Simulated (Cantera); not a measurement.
A closed system holds: 1 mol SiO2, 20 mol Cl2, 1.3 mol N2, held at 875 K and 1.43 Torr.

Method: chemical equilibrium by Gibbs-energy minimisation in Cantera with the NASA 1993 tables (ideal gas, pure condensed phases). Candidate condensed phases: Si, SiO2, Si2N2O, Si3N4; 23 gas species. Equilibrium is a limit: real reactors are often held back by kinetics, nucleation or transport.

Base state: Cl2 0.938, N2 0.0610, Cl 0.00102 (mole fractions); condensed: SiO2(β-quartz).

What changes in the equilibrium state with this change: temperature from 875 K to 1448.15 K?


```tsv
species	before	after
Cl	0.00102	0.576
Cl2	0.938	0.380
N2	0.0610	0.0435
SiCl4	7.07e-7	0.000231
O2	7.03e-7	0.000222
SiO2(β-quartz), mol	1.000	0.993
```
The tables hold silica as quartz up to 1696 K and as liquid above; real silica turns to tridymite and cristobalite and melts near 1996 K.

What changes in the equilibrium state with this change: temperature from 875 K to 1850 K?


| species | before | after |
|---|---|---|
| Cl | 0.00102 | 0.956 |
| N2 | 0.0610 | 0.0318 |
| Cl2 | 0.938 | 0.0110 |
| SiO | <1e-9 | 0.000422 |
| O | <1e-9 | 6.07e-5 |
| NO | 3.31e-9 | 2.95e-5 |
| O2 | 7.03e-7 | 0.000188 |
| SiCl4 | 7.07e-7 | 1.73e-5 |
| SiO2(β-quartz), mol | 1.000 | 0 |
| SiO2(condensed), mol | 0 | 0.981 |
The tables hold silica as quartz up to 1696 K and as liquid above; real silica turns to tridymite and cristobalite and melts near 1996 K.
